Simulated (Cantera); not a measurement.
Low-pressure radical oxidation in H2/O2

A perfectly stirred reactor is fed with H2 : O2 = 0.44 : 1 (molar parts), at 200 Pa; it is held at 1425 K, and followed from long to short residence time.

Computed with Cantera and GRI-Mech 3.0 (53 species, 325 reactions). Radical loss at walls, strong at low pressure, is not modelled. The temperature is held fixed by assumption; the heat of reaction is taken as removed at once.

| τ (s) | x H2 | x O2 | x HO2 | x O | x OH |
|---|---|---|---|---|---|
| 0.38 | 0.0173 | 0.557 | 1.02e-6 | 0.0755 | 0.0221 |
| 0.22 | 0.0192 | 0.544 | 9.71e-7 | 0.0864 | 0.0230 |
| 0.13 | 0.0206 | 0.536 | 9.38e-7 | 0.0940 | 0.0235 |
| 0.078 | 0.0217 | 0.530 | 9.14e-7 | 0.0988 | 0.0238 |
| 0.046 | 0.0228 | 0.527 | 8.98e-7 | 0.101 | 0.0241 |
| 0.027 | 0.0243 | 0.526 | 8.88e-7 | 0.102 | 0.0244 |
| 0.016 | 0.0264 | 0.526 | 8.81e-7 | 0.102 | 0.0247 |
| 0.0095 | 0.0298 | 0.528 | 8.75e-7 | 0.0994 | 0.0252 |
x: mole fraction; the columns are a selection and need not sum to one.
